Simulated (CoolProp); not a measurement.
Model: reference Helmholtz-energy equation of state, Lemmon and Jacobsen 2000, in CoolProp.

**Question.** Give the vapour pressure (bar), enthalpy of vaporisation (kJ/kg), liquid cp (kJ/(kg K)) of saturated R143a at 186.7 K.

**Answer.** 
| T (K) | p (bar) | enthalpy of vaporisation (kJ/kg) | liquid cp (kJ/(kg K)) |
|---|---|---|---|
| 186.7 | 0.0995 | 252 | 1.24 |
